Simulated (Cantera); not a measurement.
Cantera with NASA thermochemical tables; ideal gases at 1 bar, condensed phases pure. Values are per mole of reaction as written; species without (g) are pure solids or liquids, kept so even where they would boil at 1 bar.

Q: Between 350 and 550 K, where is each reaction favourable under standard conditions?
- 3 H(g) + AlCl3 = 3 HCl(g) + Al(g)
- Al2Cl6(g) = 2 Al + 6 Cl(g)

A: 
- 3 H(g) + AlCl3 = 3 HCl(g) + Al(g): ΔG° is 9 kJ at 350 K and -34 kJ at 550 K; it changes sign between 375 and 400 K. ΔH° is 54 kJ and ΔS° 160 J/K at 550 K.
- Al2Cl6(g) = 2 Al + 6 Cl(g): ΔG° is 1823 kJ at 350 K and 1707 kJ at 550 K; it stays positive (K < 1). ΔH° is 2028 kJ and ΔS° 584 J/K at 550 K.
